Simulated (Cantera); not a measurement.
Input: 1 mol FeS, 19 mol H2, equilibrated at 1798 K and 15.0 Pa.

Equilibrium computed with Cantera from the NASA thermochemical tables; the gas is ideal and each condensed phase is pure. Candidate condensed phases: Fe, FeS, FeS2, S; 8 gas species. Equilibrium is a limit: real reactors are often held back by kinetics, nucleation or transport.

Base state: H2 0.894, Fe 0.0480, H 0.0272, S2 0.0167, S 0.00771, SH 0.00530, H2S 0.00154 (mole fractions); condensed: gas only.

Question: What changes in the equilibrium state with this change: temperature from 1798 K to 1375 K?

Answer: 
| species | before | after |
|---|---|---|
| H2 | 0.894 | 0.976 |
| S2 | 0.0167 | 0.0132 |
| H2S | 0.00154 | 0.00967 |
| Fe | 0.0480 | 5.47e-5 |
| H | 0.0272 | 0.000276 |
| S | 0.00771 | 7.86e-5 |
| SH | 0.00530 | 0.00107 |
| Fe(γ), mol | 0 | 0.718 |
| FeS(s), mol | 0 | 0.281 |
Metal and sulfide melt together well below either melting point, which pure phases cannot show. Mutual solubility and eutectic melting of coexisting phases are not modelled. FeS: taken at fixed stoichiometry.

Question: What changes in the equilibrium state with this change: FeS replaced by V2O3?

Answer: 
```json
[
 {"species": "H2", "before": "0.894", "after": "0.955"},
 {"species": "H", "before": "0.0272", "after": "0.0281"},
 {"species": "H2O", "before": "0", "after": "0.0139"},
 {"species": "Fe", "before": "0.0480", "after": "0"},
 {"species": "S2", "before": "0.0167", "after": "0"},
 {"species": "VO2", "before": "0", "after": "0.00270"},
 {"species": "S", "before": "0.00771", "after": "0"},
 {"species": "SH", "before": "0.00530", "after": "0"},
 {"species": "H2S", "before": "0.00154", "after": "0"},
 {"species": "VO(s), mol", "before": "0", "after": "0.581"},
 {"species": "V2O3(s), mol", "before": "0", "after": "0.679"}
]
```
Mutual solubility and eutectic melting of coexisting phases are not modelled. VO: taken at fixed stoichiometry. Condensed phases not in the tables: the oxides between V2O3 and V2O5 other than VO2. Further candidate phases: H2O, V, VO, V2O3, V2O4, V2O5.
